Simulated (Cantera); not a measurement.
A perfectly stirred reactor is fed with CH₄ : H₂ : O₂ : N₂ = 1 : 0.038 : 1.55 : 5.84 (molar parts), at 17.0 bar; it is adiabatic with a 500 K inlet, and is followed from long to short residence time, starting on the burning branch (τ in s: 0.025, 0.013, 0.0065, 0.0033, 0.0017, 0.00088, 0.00045, 0.00023, 0.00012, 6.1e-05, 3.1e-05, 1.6e-05).

Detailed kinetics in Cantera: GRI-Mech 3.0 (53 species, 325 reactions). The pressure lies above the range GRI-Mech 3.0 was tuned for (to about 10 atm).

Problem. What does this change do: N2 5.84 to 4.1 parts?

Solution. 
```json
[
 {"quantity": "blow-out, bracketed by the residence times tried", "before": "burning at 61.0 µs, out at 31.0 µs", "after": "burning at 16.0 µs, the shortest tried"},
 {"quantity": "x(CH₄) at τ = 25.0 ms", "before": "0.000154", "after": "7.55e-6"},
 {"quantity": "x(H₂) at τ = 25.0 ms", "before": "0.0431", "after": "0.0509"},
 {"quantity": "x(O₂) at τ = 25.0 ms", "before": "6.15e-5", "after": "6.67e-5"},
 {"quantity": "x(N₂O) at τ = 25.0 ms", "before": "1.24e-8", "after": "6.41e-8"},
 {"quantity": "x(CO) at τ = 25.0 ms", "before": "0.0620", "after": "0.0807"},
 {"quantity": "x(CH₄) at τ = 0.450 ms", "before": "0.00241", "after": "0.000209"},
 {"quantity": "x(H₂) at τ = 0.450 ms", "before": "0.0370", "after": "0.0507"},
 {"quantity": "x(O₂) at τ = 0.450 ms", "before": "0.00237", "after": "0.000639"},
 {"quantity": "x(N₂O) at τ = 0.450 ms", "before": "4.67e-8", "after": "1.23e-7"},
 {"quantity": "x(CO) at τ = 0.450 ms", "before": "0.0581", "after": "0.0807"}
]
```
